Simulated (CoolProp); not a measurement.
Aqueous ethylene glycol as a coolant, 27 % by mass, freezing at -12.3 °C, 1 atm.

Computed with CoolProp (Melinder's fits for secondary coolants).

| T (°C) | conductivity (W/(m K)) | Prandtl number | viscosity (mPa s) | density (kg/m³) |
|---|---|---|---|---|
| -8.4 | … | 45.5 | 5.51 | … |
| -3.2 | … | 36.4 | 4.45 | … |
| 2 | 0.459 | 29.6 | 3.64 | 1040 |
| 7.2 | 0.465 | 24.3 | 3.02 | … |
| 12.4 | 0.470 | 20.2 | 2.53 | 1037 |
| 17.6 | 0.475 | 17.1 | 2.15 | 1035 |
| 22.8 | 0.480 | 14.5 | 1.85 | 1033 |
| 27.9 | 0.485 | … | 1.61 | … |
| 33.1 | 0.490 | 10.9 | 1.41 | … |

**Question.** What belongs in the gaps?

**Answer.** 
- -8.4, conductivity (W/(m K)): 0.448
- -8.4, density (kg/m³): 1042
- -3.2, conductivity (W/(m K)): 0.454
- -3.2, density (kg/m³): 1041
- 7.2, density (kg/m³): 1038
- 27.9, Prandtl number: 12.6
- 27.9, density (kg/m³): 1031
- 33.1, density (kg/m³): 1028
